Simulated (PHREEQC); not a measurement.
Solution (20 °C and 300 atm): 3.3 mmol/kgw HF, 4.9 mmol/kgw H2SiF6, 21 mmol/kgw HBF4 and 17 mmol/kgw HCl. Closed to the air; pH follows from the charge balance.

All values are PHREEQC results (ion-association model, phreeqc.dat), not measurements.

Task: The ionic strength comes out as 0.0517 mol/kgw. What activity coefficients do H+, SiF6-2, HF2-, BF4-, BF2(OH)2- get?

Result: H+ 0.86, SiF6-2 0.47, HF2- 0.82, BF4- 0.82, BF2(OH)2- 0.82.

This is a speciation only: nothing precipitates in the calculation. Under pressure, the constants of complexes without a molar volume in the database are unreliable. SiF6-2 is the database's only silicon fluoride. Real BF4- forms and hydrolyses slowly; the run takes it at equilibrium.
